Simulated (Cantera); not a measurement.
Input (Python, Cantera):

```python
import numpy as np
import cantera as ct

gas = ct.Solution("gri30.yaml")


def delay(T, t_max=10):
    gas.TPX = T, 340000, {'CH4': 1, 'C2H6': 0.054, 'O2': 1.2, 'N2': 6.26}
    reactor = ct.IdealGasReactor(gas, clone=False)
    net = ct.ReactorNet([reactor])
    net.rtol, net.atol = 1e-8, 1e-16
    while net.time < t_max:
        t_old, T_old = net.time, reactor.T
        net.step()
        if reactor.T > T + 400:  # ignition: a rise of 400 K
            return t_old + (T + 400 - T_old) / (reactor.T - T_old) * (net.time - t_old)
    return np.nan


taus = []
for T in [1073, 1148, 1223, 1298, 1373, 1448, 1523]:
    taus.append(delay(T))
    print(f"T0 = {T:6g} K   tau = {taus[-1]:.4e} s")
```

It prints:

```
T0 =   1073 K   tau = 2.8135e-02 s
T0 =   1148 K   tau = 1.2025e-02 s
T0 =   1223 K   tau = 5.3350e-03 s
T0 =   1298 K   tau = 2.3920e-03 s
T0 =   1373 K   tau = 1.0749e-03 s
T0 =   1448 K   tau = 4.8773e-04 s
T0 =   1523 K   tau = 2.2758e-04 s
```

Detailed kinetics in Cantera: GRI-Mech 3.0 (53 species, 325 reactions).
